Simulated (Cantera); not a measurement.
Input (Python, Cantera) and output of one run.

```python
import numpy as np
import cantera as ct

gas_names = """
    H HNO HNO2 HNO3 HO2 H2 H2O H2O2 N NH NH2 NH3 NH2OH NO NO2 NO3 N2 N2H2 N2H4 N2O O OH O2 O3 V VN VO
    VO2
""".split()
cond_names = """
    H2O(s) H2O(L) V(cr) V(L) VN(s) VO(s) VO(L) V2O3(s) V2O3(L) V2O4(I) V2O4(II) V2O4(L) V2O5(s) V2O5(L)
""".split()


# ... load() reads the species with a 1 bar reference pressure and builds the phases ...
atoms = {
    'V2O3': {'V': 2, 'O': 3},
    'H2': {'H': 2},
    'N2': {'N': 2},
}
top_T = {'VN(s)': 2300}  # K; cautious upper limits of use, not melting points


# ... equilibrate(T, P, feed) seeds the gas with the atoms and calls Mixture.equilibrate('TP', solver="vcs", rtol=1e-11, max_steps=5000) ...
results = []
feed = {'V2O3': 1, 'H2': 430, 'N2': 39}  # mol
T = 1175  # K
P = 2700  # Pa
mix = equilibrate(T, P, feed)
results.append((T, P, feed, dict(zip(mix.species_names, mix.species_moles))))
print(gas.report(threshold=1e-06))
for i in range(1, mix.n_phases):
    print(f"{mix.phase(i).name:16s} {mix.phase_moles(i):12.5e} mol")
```

Output:

```
       temperature   1175 K
          pressure   2700 Pa
           density   0.0011571 kg/m^3
  mean mol. weight   4.1868 kg/kmol
   phase of matter   gas

                          1 kg             1 kmol
                     ---------------   ---------------
          enthalpy        6.1814e+06         2.588e+07  J
   internal energy         3.848e+06        1.6111e+07  J
           entropy             49891        2.0888e+05  J/K
    Gibbs function        -5.244e+07       -2.1955e+08  J
 heat capacity c_p            7452.6             31202  J/K
 heat capacity c_v            5466.7             22888  J/K

                      mass frac. Y      mole frac. X     chem. pot. / RT
                     ---------------   ---------------   ---------------
                H2           0.44111           0.91608           -21.621
               H2O          0.004743         0.0011023           -60.568
               NH3        5.9679e-06        1.4671e-06            -48.13
                N2           0.55414          0.082818           -31.398
     [  +24 minor]        1.7195e-07        7.1405e-07

V(cr)             0.00000e+00 mol
VN(s)             3.44521e-01 mol
VO(s)             0.00000e+00 mol
V2O3(s)           8.27740e-01 mol
V2O4(II)          0.00000e+00 mol
V2O5(L)           0.00000e+00 mol
```

Cantera equilibrium calculation (NASA polynomials, part measured and part estimated; ideal gas, pure solids and liquids). Mutual solubility and eutectic melting of coexisting phases are not modelled. VN: taken at fixed stoichiometry. Condensed phases not in the tables: the oxides between V2O3 and V2O5 other than VO2, V2N.
